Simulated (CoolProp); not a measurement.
The fluid at 226.49 K and 5.17 MPa is throttled through a valve to 1.85 MPa with no heat exchange. The same conditions are run with several fluids, on thermodynamics alone (safety and materials aside).

Values from CoolProp's reference Helmholtz-energy equation of state of each fluid (R1336mzz(Z): McLinden 2020; n-butane: Bücker 2006; nitrous oxide: Lemmon 2006; R410A: Lemmon 2003; carbonyl sulfide: Lemmon 2006). Blends and air are pseudo-pure fits.

| fluid | temperature change (K) | final density (kg/m³) |
|---|---|---|
| R1336mzz(Z) | +1.3 | ___ |
| n-butane | +1.6 | 648 |
| nitrous oxide | +0.5 | 1100 |
| R410A | ___ | 1340 |
| carbonyl sulfide | +1.4 | ___ |

### Question
Fill in the missing entries.

### Answer

- R1336mzz(Z), final density (kg/m³): 1540
- R410A, temperature change (K): +0.9
- carbonyl sulfide, final density (kg/m³): 1170
